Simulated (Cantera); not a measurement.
Feed: 1 mol AlN, 0.39 mol C, 2 mol N2, equilibrated at 3023.15 K and 66.0 mbar.

Cantera equilibrium calculation (NASA polynomials, part measured and part estimated; ideal gas, pure solids and liquids). Candidate condensed phases: Al, AlN, C; 16 gas species. The numbers say what is thermodynamically allowed, not how fast it happens.

Base state: N2 0.698, Al 0.282, CN 0.0121, C3 0.00604, C 0.000956, C2N2 0.000724, C2 0.000616, C5 0.000118 (mole fractions); condensed: C(graphite).

Question: What changes in the equilibrium state with this change: temperature from 3023.15 K to 2375 K?

Answer: 
```
species             before     after
----------------  --------  --------
N2                   0.698     0.714
Al                   0.282     0.285
Al2                4.65e-5  0.000315
CN                  0.0121  0.000114
C3                 0.00604   9.69e-7
C5                0.000118   1.63e-9
C4                 2.18e-5     <1e-9
C(graphite), mol     0.267     0.389
```

Question: What changes in the equilibrium state with this change: temperature from 3023.15 K to 2775 K?

Answer: 
```csv
species,before,after
N2,0.698,0.711
Al,0.282,0.285
CN,0.0121,0.00264
C3,0.00604,0.000351
C5,0.000118,3.07e-6
C4,2.18e-5,5.93e-7
C2,0.000616,3.41e-5
C,0.000956,7.58e-5
"C(graphite), mol",0.267,0.375
```
